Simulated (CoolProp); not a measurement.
A simple Rankine cycle with water: condensing at 325.15 K, boiler at 1.07 MPa, turbine inlet 461 K, turbine efficiency 0.9, pump efficiency 0.8, no recuperator. Each further row changes one setting.

Values from CoolProp's reference Helmholtz-energy equation of state, Wagner 2002.

```
case                             thermal efficiency (%)  net work (kJ/kg)  heat in (kJ/kg)  turbine exit temperature (K)  volume ratio over the turbine
-------------------------------  ----------------------  ----------------  ---------------  ----------------------------  -----------------------------
as stated                                          23.4               601             2570                         325.2                           49.2
turbine inlet 481 K                                23.4               615             2620                         325.2                           47.3
condensing temperature 317.15 K                    24.7               644             2610                         317.2                           70.9
boiler pressure 0.749 MPa                          21.6               562             2600                         325.2                           34.6
turbine efficiency 0.8                             20.8               534             2570                         325.2                           50.8
```

The expansion ends wet for: as stated; turbine inlet 481 K; condensing temperature 317.15 K; boiler pressure 0.749 MPa; turbine efficiency 0.8.
